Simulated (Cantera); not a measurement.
A Cantera script and its output.

```python
import numpy as np
import cantera as ct

gas = ct.Solution("gri30.yaml")
gas.TPX = 1775, 13332, {'CH4': 1, 'N2': 46}
reactor = ct.IdealGasConstPressureReactor(gas, energy="off", clone=False)
net = ct.ReactorNet([reactor])
net.rtol, net.atol = 1e-08, 1e-18
show = ['CH4', 'C2H6', 'C2H4', 'HCN', 'CH2', 'H2', 'C2H']
times = np.geomspace(2e-05, 90, 11)

steps = ct.SolutionArray(gas, extra=["t"])
rows = []
print(f"{'t/s':>10s}{'T/K':>9s}{'P/Pa':>11s}" + "".join(f"{s:>11s}" for s in show))
for t in times:
    while net.time < t:
        t_next = net.step()
        steps.append(gas.state, t=t_next)
    rows.append([np.interp(t, steps.t, y) for y in (steps.T, steps.P, *steps(*show).X.T)])
    print(f"{t:10.3e}{rows[-1][0]:9.1f}{rows[-1][1]:11.4g}" + "".join(f"{x:11.3e}" for x in rows[-1][2:]))
rate = np.gradient(steps.T, steps.t)
print("integrator steps:", len(steps.t))
if steps.T.max() > steps.T[0] + 200:
    print(f"time of steepest temperature rise: {steps.t[rate.argmax()]:.4e} s")
gas.TPX = 1775, 13332, {'CH4': 1, 'N2': 46}
gas.equilibrate("TP")
print(f"equilibrium (TP): T = {gas.T:.1f} K  " + "  ".join(f"{s} {gas[s].X[0]:.3e}" for s in show))
```

Result:

```
       t/s      T/K       P/Pa        CH4       C2H6       C2H4        HCN        CH2         H2        C2H
 2.000e-05   1775.0  1.333e+04  2.127e-02  1.002e-11  1.680e-11  7.312e-15  3.661e-11  1.018e-06  4.846e-21
 9.254e-05   1775.0  1.333e+04  2.126e-02  1.352e-09  3.813e-09  2.350e-13  1.008e-09  7.192e-06  3.301e-17
 4.282e-04   1775.0  1.333e+04  2.120e-02  9.415e-08  4.678e-07  8.968e-12  1.575e-08  3.700e-05  1.012e-13
 1.981e-03   1775.0  1.333e+04  2.084e-02  3.001e-06  4.413e-05  6.962e-10  2.334e-07  2.655e-04  1.965e-10
 9.169e-03   1775.0  1.333e+04  1.539e-02  1.936e-05  1.161e-03  2.286e-07  1.529e-06  6.674e-03  4.457e-08
 4.243e-02   1775.0  1.333e+04  4.273e-03  2.009e-06  9.914e-05  4.000e-06  8.058e-07  2.457e-02  2.099e-07
 1.963e-01   1775.0  1.333e+04  6.428e-04  6.946e-08  3.876e-06  1.368e-05  2.232e-07  3.019e-02  3.199e-07
 9.084e-01   1775.0  1.333e+04  9.555e-05  1.819e-09  1.254e-06  2.576e-05  4.141e-08  3.103e-02  3.605e-07
 4.203e+00   1775.0  1.333e+04  1.595e-05  5.394e-11  1.196e-06  3.724e-05  7.196e-09  3.115e-02  3.680e-07
 1.945e+01   1775.0  1.333e+04  3.422e-06  4.157e-12  1.195e-06  4.647e-05  1.554e-09  3.117e-02  3.689e-07
 9.000e+01   1775.0  1.333e+04  3.075e-06  3.690e-12  1.194e-06  6.512e-05  1.397e-09  3.117e-02  3.686e-07
integrator steps: 1369
equilibrium (TP): T = 1775.0 K  CH4 1.628e-06  C2H6 7.166e-13  C2H4 1.166e-07  HCN 1.880e-02  CH2 7.405e-10  H2 3.118e-02  C2H 3.601e-08
```

Computed with Cantera and GRI-Mech 3.0 (53 species, 325 reactions). GRI-Mech 3.0 stops at C3 and has no aromatics, soot or wall deposition, so with more carbon than oxygen in the feed, carbon stays in small species such as C2H2 where larger ones or solid carbon would form.
